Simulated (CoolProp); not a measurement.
R114 along the isotherm 5.05 °C: Z from the reference equation and from simpler models built on Tc = 147.5 °C, pc = 33.52 bar, ω = 0.252; each cubic takes its own stable root.

Values from CoolProp's reference Helmholtz-energy equation of state, Platzer 1990. This equation is an older, rougher fit; its heat capacities, sound speeds and derivatives of the liquid may be far off and weren't checked against measurements.

```tsv
p (bar)	phase	reference
0.053	gas	0.9981
0.0856	gas	0.9970
0.138	gas	0.9951
0.224	gas	0.9920
0.361	gas	0.9870
0.583	gas	0.9787
0.943	gas	0.9647
1.52	liquid	0.007418
2.46	liquid	0.01200
3.97	liquid	0.01936
6.42	liquid	0.03130
10.4	liquid	0.05065
16.8	liquid	0.08170
```

How far does each simpler model (Redlich-Kwong, Peng-Robinson) lie from the reference over these 13 states: mean and median of the absolute difference, and the worst?


- Redlich-Kwong: mean 979.6 %, median 0.5 %, worst +12697.2 % at 5.05 °C and 1.52 bar
- Peng-Robinson: mean 3.9 %, median 0.1 %, worst -8.5 % at 5.05 °C and 16.8 bar

At some of these states Redlich-Kwong gives the other phase, because its saturation line lies elsewhere.
